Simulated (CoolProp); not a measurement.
Oxygen along the isobar 13500 kPa: density (kg/m³) from the reference equation and from simpler models built on Tc = -118.6 °C, pc = 5046 kPa, ω = 0.022; each cubic takes its own stable root.

Computed with CoolProp (reference Helmholtz-energy equation of state, Schmidt 1985).

| T (°C) | phase | reference | van der Waals | Redlich-Kwong | Soave-Redlich-Kwong | Peng-Robinson |
|---|---|---|---|---|---|---|
| -153.65 | liquid | 1030 | 740.9 | 1028 | 1024 | 1152 |
| -133.85 | liquid | 920.5 | 678.6 | 896.6 | 896.3 | 1005 |
| -114.05 | supercritical | 782.4 | 605.4 | 738.0 | 737.6 | 818.1 |
| -94.25 | supercritical | 595.9 | 518.1 | 555.2 | 549.9 | 597.0 |
| -74.55 | supercritical | 417.9 | 421.6 | 403.8 | 395.7 | 422.8 |
| -54.75 | supercritical | 319.6 | 338.3 | 316.0 | 308.7 | 326.8 |
| -34.95 | supercritical | 264.9 | 281.2 | 264.3 | 258.0 | 271.4 |
| -15.15 | supercritical | 229.6 | 242.6 | 230.1 | 224.5 | 234.9 |
| 4.65 | supercritical | 204.3 | 214.9 | 205.3 | 200.3 | 208.7 |
| 24.35 | supercritical | 185.1 | 193.9 | 186.4 | 181.9 | 188.8 |
